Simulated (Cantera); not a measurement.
An isothermal, constant-pressure homogeneous reactor starts with 44.2 % C2H6, 48.7 % H2, 7.08 % N2, at 1650 K and 0.00520 bar.

Computed with Cantera and GRI-Mech 3.0 (53 species, 325 reactions). GRI-Mech 3.0 stops at C3 and has no aromatics, soot or wall deposition, so with more carbon than oxygen in the feed, carbon stays in small species such as C2H2 where larger ones or solid carbon would form. Radical loss at walls, strong at low pressure, is not modelled.

x: mole fraction; the columns are a selection and need not sum to one.

| t (s) | x C2H6 | x H2 | x CH4 | x H | x C2H2 | x CH2 |
|---|---|---|---|---|---|---|
| 2.00e-6 | 0.442 | 0.487 | 3.39e-6 | 2.26e-6 | <1e-12 | 2.78e-10 |
| 1.55e-5 | 0.439 | 0.485 | 0.000197 | 5.96e-5 | 3.23e-10 | (withheld) |
| 0.000120 | 0.401 | 0.479 | 0.00941 | 0.000831 | 7.65e-6 | (withheld) |
| 0.000928 | 0.0752 | 0.451 | 0.194 | 0.00364 | 0.0176 | (withheld) |
| 0.00719 | 0.000483 | 0.532 | 0.225 | 0.00118 | 0.131 | (withheld) |
| 0.0557 | 6.94e-5 | 0.578 | 0.188 | 0.000432 | 0.178 | (withheld) |
| 0.431 | 2.74e-5 | 0.637 | 0.115 | 0.000490 | 0.202 | (withheld) |
| 3.34 | 1.58e-6 | 0.710 | 0.0219 | 0.000773 | 0.229 | (withheld) |
| 25.8 | 1.23e-8 | 0.726 | 0.00159 | 0.00107 | 0.234 | (withheld) |
| 200 | 7.96e-10 | 0.726 | 0.000323 | 0.00108 | 0.234 | (withheld) |

Complete the blanks.


- 1.55e-5, x CH2: 1.24e-7
- 0.000120, x CH2: 1.61e-5
- 0.000928, x CH2: 5.80e-5
- 0.00719, x CH2: 6.58e-6
- 0.0557, x CH2: 1.21e-6
- 0.431, x CH2: 8.84e-7
- 3.34, x CH2: 4.35e-7
- 25.8, x CH2: 6.77e-8
- 200, x CH2: 1.43e-8
